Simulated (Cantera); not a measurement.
An isothermal, constant-pressure homogeneous reactor starts with CH4 : H2O = 1 : 1.1 (molar parts), at 1475 K and 1.00 atm.

Computed with Cantera and GRI-Mech 3.0 (53 species, 325 reactions).

x: mole fraction; the columns are a selection and need not sum to one.

```
t (s)      x CH4  x H2O    x C2H6    x C2H2   x CH2O
--------  ------  -----  --------  --------  -------
0.000200   0.476  0.524   1.51e-5   1.84e-9  1.33e-8
0.000433   0.476  0.524   6.58e-5   2.73e-8  6.13e-8
0.000938   0.476  0.524  0.000186   2.67e-7  1.97e-7
0.00203    0.475  0.524  0.000433   2.39e-6  5.72e-7
0.00440    0.473  0.524  0.000873   2.32e-5  1.56e-6
0.00953    0.469  0.523   0.00140  0.000227  3.43e-6
0.0206     0.458  0.520   0.00154   0.00172  4.73e-6
0.0447     0.434  0.512   0.00123   0.00797  4.10e-6
0.0969     0.392  0.496  0.000818    0.0225  2.99e-6
0.210        ___  0.472       ___       ___      ___
0.454        ___  0.441       ___       ___      ___
0.984      0.168  0.404  0.000119    0.0886  6.83e-7
2.13       0.115  0.363   7.67e-5    0.0950  4.09e-7
4.62       0.102  0.316   6.72e-5    0.0820  2.78e-7
10.0      0.0989  0.259   5.87e-5    0.0605  1.89e-7
```

Q: What belongs in the gaps?

A: 
- 0.210, x CH4: 0.330
- 0.210, x C2H6: 0.000475
- 0.210, x C2H2: 0.0438
- 0.210, x CH2O: 1.98e-6
- 0.454, x CH4: 0.250
- 0.454, x C2H6: 0.000242
- 0.454, x C2H2: 0.0680
- 0.454, x CH2O: 1.19e-6
